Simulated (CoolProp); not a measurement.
The numbers come from the reference Helmholtz-energy equation of state, Thol 2018 in CoolProp.

Problem. For hydrogen chloride, give the phase and the Joule-Thomson coefficient (K/MPa), isothermal compressibility (1/MPa), fugacity coefficient at 268.9 K and 34.9 MPa; 295.3 K and 34.9 MPa.

Solution. 
- 268.9 K and 34.9 MPa: liquid; Joule-Thomson coefficient -0.215, isothermal compressibility 0.00202, fugacity coefficient 0.0916
- 295.3 K and 34.9 MPa: liquid; Joule-Thomson coefficient -0.118, isothermal compressibility 0.00288, fugacity coefficient 0.154
